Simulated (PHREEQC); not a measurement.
Solution (20 °C): 0.0028 mol/kgw H3AsO4 and 0.0004 mol/kgw FeCl2. Closed to the air; pH follows from the charge balance.

Equilibrium calculation in PHREEQC: ion-association model, wateq4f.dat.

No solid was allowed to form.

Problem. What pH, ionic strength does the model give?

Solution. pH 2.71; ionic strength 0.00327 mol/kgw.

Problem. In which forms is As present?

Solution. H2AsO4- 74 %, H3AsO4 26 % of the As.
